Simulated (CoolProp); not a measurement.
Model: reference Helmholtz-energy equation of state, de Reuck 1993, in CoolProp.

Give the vapour pressure (kPa), liquid density (kg/m³), liquid conductivity (mW/(m K)) of saturated methanol at 19.55, 88.95 °C.


| T (°C) | p (kPa) | liquid density (kg/m³) | liquid conductivity (mW/(m K)) |
|---|---|---|---|
| 19.55 | 12.7 | 791 | 201 |
| 88.95 | 247 | 723 | 188 |

Thermal conductivity comes from a separate model (Sykioti 2013).
